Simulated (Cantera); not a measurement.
**Equilibrium for sublimation and decomposition of ceramics: MgO + H2**

A closed system holds: 1 mol MgO, 0.39 mol H2, at 1 atm.

Method: chemical equilibrium by Gibbs-energy minimisation in Cantera with the NASA 1993 tables (ideal gas, pure condensed phases). Candidate condensed phases: H2O, Mg, MgO, Mg(OH)2; 15 gas species. The tables' values for MgH are old estimates; treat these amounts as uncertain. Equilibrium is a limit: real reactors are often held back by kinetics, nucleation or transport.

```csv
T (K),x H2,x H2O,x Mg,x H,x MgH,x MgOH,x OH,x Mg(OH)2,n MgO(s)
1750,0.999,0.000501,0.000494,0.000231,6.48e-6,2.70e-7,6.79e-9,1.98e-9,1.000
1800,0.998,0.000791,0.000781,0.000355,1.06e-5,5.99e-7,1.86e-8,5.22e-9,1.000
1850,0.997,0.00122,0.00120,0.000534,1.70e-5,1.27e-6,4.82e-8,1.30e-8,1.000
1900,0.996,0.00183,0.00181,0.000787,2.64e-5,2.60e-6,1.19e-7,3.09e-8,0.999
1950,0.993,0.00270,0.00266,0.00114,4.01e-5,5.10e-6,2.80e-7,7.02e-8,0.999
2000,0.991,0.00389,0.00383,0.00161,5.95e-5,9.66e-6,6.30e-7,1.53e-7,0.998
2050,0.987,0.00549,0.00541,0.00224,8.66e-5,1.77e-5,1.36e-6,3.19e-7,0.998
2100,0.982,0.00763,0.00751,0.00307,0.000123,3.15e-5,2.84e-6,6.42e-7,0.997
2150,0.975,0.0104,0.0103,0.00414,0.000173,5.45e-5,5.71e-6,1.25e-6,0.996
2200,0.966,0.0140,0.0138,0.00550,0.000237,9.17e-5,1.11e-5,2.35e-6,0.994
2250,0.955,0.0186,0.0183,0.00721,0.000320,0.000150,2.10e-5,4.30e-6,0.993
2300,0.942,0.0242,0.0238,0.00933,0.000425,0.000241,3.87e-5,7.62e-6,0.990
```
x: gas mole fraction; n: condensed amount in mol.

From 1750 K to 2300 K the condensed part is MgO(s). The main Mg-bearing gas is Mg throughout.
